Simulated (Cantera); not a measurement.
Cantera run:

```python
import numpy as np
import cantera as ct

gas_names = """
    CL CL2 H HCL H2 Si SiCL SiCL2 SiCL3 SiCL4 SiH SiHCL3 SiH2 SiH2CL2 SiH3 SiH3CL SiH4 Si2 Si3
""".split()
cond_names = """
    Si(cr) Si(L)
""".split()


def load(file, names, dense=False):
    # The tables refer to 1 bar. Condensed volumes are neglected.
    table = {s.name: s for s in ct.Species.list_from_file(file)}
    out = []
    for n in names:
        d = dict(table[n].input_data)
        d["thermo"] = dict(d["thermo"], **{"reference-pressure": 1e5})
        if dense:
            d["equation-of-state"] = {"model": "constant-volume", "density": "1e6 g/cm^3"}
        out.append(ct.Species.from_dict(d))
    return out


gas = ct.Solution(thermo="ideal-gas", species=load("nasa_gas.yaml", gas_names))
cond = {s.name: ct.Solution(thermo="fixed-stoichiometry", species=[s], name=s.name)
        for s in load("nasa_condensed.yaml", cond_names, dense=True)}
atoms = {
    'SiCl4': {'Si': 1, 'CL': 4},
    'HCl': {'H': 1, 'CL': 1},
    'H2': {'H': 2},
}
top_T = {}  # K; cautious upper limits of use, not melting points


def equilibrate(T, P, feed):
    n = {}
    for name, mol in feed.items():
        for a, k in atoms[name].items():
            n[a] = n.get(a, 0.0) + k * mol
    gas.TPX = T, P, n
    mass = sum(n.values()) * gas.mean_molecular_weight
    gas.equilibrate("TP")
    valid = [c for c in cond.values() if c.min_temp <= T <= top_T.get(c.name, c.max_temp)]
    mix = ct.Mixture([(gas, mass / gas.mean_molecular_weight)] + [(c, 0.0) for c in valid])
    mix.T, mix.P = T, P
    mix.equilibrate("TP", solver="vcs", rtol=1e-11, max_steps=5000)
    return mix


results = []
feed = {'SiCl4': 1, 'HCl': 0.67, 'H2': 0.72}  # mol
T = 923  # K
P = 1400000  # Pa
mix = equilibrate(T, P, feed)
results.append((T, P, feed, dict(zip(mix.species_names, mix.species_moles))))
x = sorted(zip(gas.X, gas.species_names), reverse=True)
print(f"T = {T:g} K  P = {P:g} Pa  gas = {mix.phase_moles(0):.4g} mol")
print("   x: " + "  ".join(f"{s} {v:.3e}" for v, s in x if v > 1e-06))
print("   condensed (mol): " + ("  ".join(f"{mix.phase(i).name} {mix.phase_moles(i):.4g}"
      for i in range(1, mix.n_phases) if mix.phase_moles(i) > 1e-12) or "none"))
```

Output:

```
T = 923 K  P = 1.4e+06 Pa  gas = 2.39 mol
   x: SiCL4 4.168e-01  H2 2.997e-01  HCL 2.819e-01  SiHCL3 1.579e-03  SiCL3 4.583e-06
   condensed (mol): none
```

Method: chemical equilibrium by Gibbs-energy minimisation in Cantera with the NASA 1993 tables (ideal gas, pure condensed phases).
